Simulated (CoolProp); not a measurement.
The fluid at 261.38 K and 0.0393 MPa expands adiabatically to 0.00331 MPa with isentropic efficiency 0.7. The same conditions are run with several fluids, on thermodynamics alone (safety and materials aside).

Model: reference Helmholtz-energy equation of state of each fluid (n-perfluorobutane: Gao 2022; R142b: Lemmon 2006; C3F8 (R218): Lemmon 2006; chlorine: Thol 2021), in CoolProp.

**Question.** Rank n-perfluorobutane, R142b, C3F8 (R218), chlorine by work (kJ/kg), highest first.

**Answer.** chlorine (41.1), R142b (32.3), C3F8 (R218) (18.4), n-perfluorobutane (14.8)

```json
[
 {"fluid": "n-perfluorobutane", "final temperature (K)": "242.1", "final phase": "gas", "final density (kg/m³)": "0.392"},
 {"fluid": "R142b", "final temperature (K)": "214.8", "final phase": "gas", "final density (kg/m³)": "0.187"},
 {"fluid": "C3F8 (R218)", "final temperature (K)": "234.5", "final phase": "gas", "final density (kg/m³)": "0.320"},
 {"fluid": "chlorine", "final temperature (K)": "182.2", "final phase": "two-phase, vapour fraction 0.982", "final density (kg/m³)": "0.158"}
]
```
